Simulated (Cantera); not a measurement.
Feed: 1 mol CaCO₃, 0.36 mol H₂O, 0.45 mol CO₂, held at 1725 K and 0.000410 bar.

Equilibrium computed with Cantera from the NASA thermochemical tables; the gas is ideal and each condensed phase is pure. Candidate condensed phases: C, C₆H₆, C₇H₈, C₈H₁₈, Ca, CaCO₃, CaO, Ca(OH)₂, H₂O; 115 gas species. Rates play no part.

What is the equilibrium state?


- x(CO₂): 0.760
- x(H₂O): 0.192
- x(CO): 0.0284
- x(O₂): 0.0146
- x(OH): 0.00215
- x(H₂): 0.00204
- x(H): 0.000415
- x(O): 0.000346
- x(Ca(OH)₂): 1.62e-6
- n(CaO(s)): 1.000 mol
- gas amount: 1.840 mol
- log10 activity of C(graphite) (absent): -10.28
- log10 activity of Ca(l) (absent): -11.03
